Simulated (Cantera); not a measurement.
Input (Python, Cantera) and output of one run.

```python
import numpy as np
import cantera as ct

gas_names = """
    N2O N
""".split()
cond_names = """
    V(cr) V(L) V2O5(s) V2O5(L)
""".split()


# ... load() reads the species with a 1 bar reference pressure and builds the phases ...
species = {s.name: s for s in load("nasa_gas.yaml", gas_names) + load("nasa_condensed.yaml", cond_names)}
# Each term lists the table entries of one substance; the one whose range holds T is used.
reactions = {
    '5 N2O(g) + 2 V = 10 N(g) + V2O5':
        [(-5, ['N2O']), (-2, ['V(cr)', 'V(L)']), (10, ['N']), (1, ['V2O5(s)', 'V2O5(L)'])],
}


def pick(names, T):
    return next(species[n] for n in names if species[n].thermo.min_temp <= T <= species[n].thermo.max_temp)


results = []
for label, terms in reactions.items():
    print(label)
    print("     T/K   dH/kJ  dS/(J/K)   dG/kJ   log10 K")
    for T in [1175, 1200, 1225, 1250, 1275, 1300, 1325, 1350, 1375, 1400]:
        used = [(nu, pick(names, T)) for nu, names in terms]
        dH = sum(nu * s.thermo.h(T) for nu, s in used) / 1e6
        dS = sum(nu * s.thermo.s(T) for nu, s in used) / 1e3
        dG = dH - T * dS / 1e3
        logK = -dG * 1e6 / (ct.gas_constant * T * np.log(10))
        results.append((label, T, dH, dS, dG, logK, [s.name for _, s in used]))
        print(f"{T:8g} {dH:8.1f} {dS:8.1f} {dG:8.1f} {logK:8.2f}")
```

Output:

```
5 N2O(g) + 2 V = 10 N(g) + V2O5
     T/K   dH/kJ  dS/(J/K)   dG/kJ   log10 K
    1175   2896.4    680.9   2096.4   -93.19
    1200   2897.6    681.9   2079.3   -90.51
    1225   2898.9    683.0   2062.3   -87.93
    1250   2900.1    683.9   2045.2   -85.46
    1275   2901.3    684.9   2028.1   -83.09
    1300   2902.4    685.7   2010.9   -80.80
    1325   2903.5    686.6   1993.8   -78.60
    1350   2904.6    687.4   1976.6   -76.48
    1375   2905.6    688.1   1959.4   -74.43
    1400   2906.6    688.9   1942.2   -72.46
```

Source: NASA polynomial tables (part measured, part estimated), evaluated in Cantera. Condensed species are held in their standard states even where they would react or evaporate.
